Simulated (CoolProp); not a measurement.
Saturated liquid density (kg/m³) of methanol: the reference equation beside estimates from Tc = 240.2 °C, pc = 8.216 MPa, ω = 0.565. Rackett uses Z = 0.29056 − 0.08775 ω.

Values from CoolProp's reference Helmholtz-energy equation of state, de Reuck 1993.

| T (°C) | reference | Rackett | van der Waals | Redlich-Kwong | Peng-Robinson |
|---|---|---|---|---|---|
| 21.85 | 789.2 | 780.2 | 386.6 | 570.7 | 684.2 |
| 37.15 | 774.8 | 762.5 | 379.0 | 557.6 | 672.7 |
| 52.55 | 760.1 | 744.2 | 371.0 | 543.8 | 660.1 |
| 67.95 | 744.9 | 725.3 | 362.6 | 529.0 | 646.2 |
| 83.35 | 729.1 | 705.6 | 353.7 | 513.4 | 631.0 |
| 98.75 | 712.4 | 685.1 | 344.4 | 496.7 | 614.2 |
| 114.15 | 694.5 | 663.6 | 334.4 | 478.9 | 595.5 |
| 129.55 | 675.1 | 640.9 | 323.7 | 459.7 | 574.6 |
| 144.95 | 653.7 | 616.7 | 312.2 | 439.0 | 551.1 |
| 160.35 | 629.8 | 590.6 | 299.7 | 416.4 | 524.3 |
| 175.75 | 602.6 | 562.0 | 285.8 | 391.4 | 493.4 |
| 191.15 | 570.6 | 529.8 | 270.1 | 363.4 | 456.9 |

Absolute difference from the reference over all 12 rows, mean and median: Rackett 4.1 and 4.1 %, van der Waals 51.8 and 51.8 %, Redlich-Kwong 31.2 and 30.7 %, Peng-Robinson 15.0 and 14.0 %.
